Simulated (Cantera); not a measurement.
Input (Python, Cantera) and output of one run.

```python
import numpy as np
import cantera as ct

gas_names = """
    B BH BH2 BH3 BN BO BO2 B2 B2O B2O2 B2O3 B3O3H3 H HBO HBO2 HNO HNO2 HNO3 HO2 H2 H2O H2O2 H3B3O6 N NH
    NH2 NH3 NH2OH NO NO2 NO3 N2 N2H2 N2H4 N2O O OH O2 O3
""".split()
cond_names = """
    B(b) B(L) BN(s) B2O3(L) B3O3H3(cr) H2O(s) H2O(L)
""".split()


# ... load() reads the species with a 1 bar reference pressure and builds the phases ...
atoms = {
    'BN': {'B': 1, 'N': 1},
    'H2O': {'H': 2, 'O': 1},
}
top_T = {'BN(s)': 3200}  # K; cautious upper limits of use, not melting points


# ... equilibrate(T, P, feed) seeds the gas with the atoms and calls Mixture.equilibrate('TP', solver="vcs", rtol=1e-11, max_steps=5000) ...
results = []
P = 150  # Pa
for T in [1375, 1400, 1425, 1450, 1475, 1500, 1525, 1550, 1575, 1600, 1625, 1650]:
    for m in [0.47, 0.67, 0.94, 1.3, 1.9, 2.7, 3.8, 5.3, 7.5, 11, 15]:
        feed = {'BN': 1, 'H2O': m}  # mol
        mix = equilibrate(T, P, feed)
        results.append((T, P, feed, dict(zip(mix.species_names, mix.species_moles))))

for T, P, feed, n in results:
    print(f"{T:7g} {feed['H2O']:10.4g}  " + (" + ".join(c for c in cond_names if n.get(c, 0) > 1e-12) or "gas only"))
```

Output:

```
   1375       0.47  BN(s) + B2O3(L)
   1375       0.67  BN(s) + B2O3(L)
   1375       0.94  BN(s) + B2O3(L)
   1375        1.3  BN(s) + B2O3(L)
   1375        1.9  B2O3(L)
   1375        2.7  B2O3(L)
   1375        3.8  B2O3(L)
   1375        5.3  B2O3(L)
   1375        7.5  gas only
   1375         11  gas only
   1375         15  gas only
   1400       0.47  BN(s) + B2O3(L)
   1400       0.67  BN(s) + B2O3(L)
   1400       0.94  BN(s) + B2O3(L)
   1400        1.3  BN(s) + B2O3(L)
   1400        1.9  B2O3(L)
   1400        2.7  B2O3(L)
   1400        3.8  B2O3(L)
   1400        5.3  gas only
   1400        7.5  gas only
   1400         11  gas only
   1400         15  gas only
   1425       0.47  BN(s) + B2O3(L)
   1425       0.67  BN(s) + B2O3(L)
   1425       0.94  BN(s) + B2O3(L)
   1425        1.3  BN(s) + B2O3(L)
   1425        1.9  B2O3(L)
   1425        2.7  B2O3(L)
   1425        3.8  B2O3(L)
   1425        5.3  gas only
   1425        7.5  gas only
   1425         11  gas only
   1425         15  gas only
   1450       0.47  BN(s) + B2O3(L)
   1450       0.67  BN(s) + B2O3(L)
   1450       0.94  BN(s) + B2O3(L)
   1450        1.3  BN(s) + B2O3(L)
   1450        1.9  B2O3(L)
   1450        2.7  B2O3(L)
   1450        3.8  gas only
   1450        5.3  gas only
   1450        7.5  gas only
   1450         11  gas only
   1450         15  gas only
   1475       0.47  BN(s) + B2O3(L)
   1475       0.67  BN(s) + B2O3(L)
   1475       0.94  BN(s) + B2O3(L)
   1475        1.3  BN(s) + B2O3(L)
   1475        1.9  B2O3(L)
   1475        2.7  B2O3(L)
   1475        3.8  gas only
   1475        5.3  gas only
   1475        7.5  gas only
   1475         11  gas only
   1475         15  gas only
   1500       0.47  BN(s) + B2O3(L)
   1500       0.67  BN(s) + B2O3(L)
   1500       0.94  BN(s) + B2O3(L)
   1500        1.3  BN(s) + B2O3(L)
   1500        1.9  B2O3(L)
   1500        2.7  gas only
   1500        3.8  gas only
   1500        5.3  gas only
   1500        7.5  gas only
   1500         11  gas only
   1500         15  gas only
   1525       0.47  BN(s) + B2O3(L)
   1525       0.67  BN(s) + B2O3(L)
   1525       0.94  BN(s) + B2O3(L)
   1525        1.3  BN(s) + B2O3(L)
   1525        1.9  B2O3(L)
   1525        2.7  gas only
   1525        3.8  gas only
   1525        5.3  gas only
   1525        7.5  gas only
   1525         11  gas only
   1525         15  gas only
   1550       0.47  BN(s) + B2O3(L)
   1550       0.67  BN(s) + B2O3(L)
   1550       0.94  BN(s) + B2O3(L)
   1550        1.3  BN(s) + B2O3(L)
   1550        1.9  B2O3(L)
   1550        2.7  gas only
   1550        3.8  gas only
   1550        5.3  gas only
   1550        7.5  gas only
   1550         11  gas only
   1550         15  gas only
   1575       0.47  BN(s) + B2O3(L)
   1575       0.67  BN(s) + B2O3(L)
   1575       0.94  BN(s) + B2O3(L)
   1575        1.3  BN(s) + B2O3(L)
   1575        1.9  B2O3(L)
   1575        2.7  gas only
   1575        3.8  gas only
   1575        5.3  gas only
   1575        7.5  gas only
   1575         11  gas only
   1575         15  gas only
   1600       0.47  BN(s) + B2O3(L)
   1600       0.67  BN(s) + B2O3(L)
   1600       0.94  BN(s) + B2O3(L)
   1600        1.3  BN(s) + B2O3(L)
   1600        1.9  gas only
   1600        2.7  gas only
   1600        3.8  gas only
   1600        5.3  gas only
   1600        7.5  gas only
   1600         11  gas only
   1600         15  gas only
   1625       0.47  BN(s)
   1625       0.67  BN(s)
   1625       0.94  BN(s)
   1625        1.3  BN(s)
   1625        1.9  gas only
   1625        2.7  gas only
   1625        3.8  gas only
   1625        5.3  gas only
   1625        7.5  gas only
   1625         11  gas only
   1625         15  gas only
   1650       0.47  BN(s)
   1650       0.67  BN(s)
   1650       0.94  BN(s)
   1650        1.3  BN(s)
   1650        1.9  gas only
   1650        2.7  gas only
   1650        3.8  gas only
   1650        5.3  gas only
   1650        7.5  gas only
   1650         11  gas only
   1650         15  gas only
```

Cantera equilibrium calculation (NASA polynomials, part measured and part estimated; ideal gas, pure solids and liquids). Mutual solubility and eutectic melting of coexisting phases are not modelled. Gases not in the tables: H3BO3.
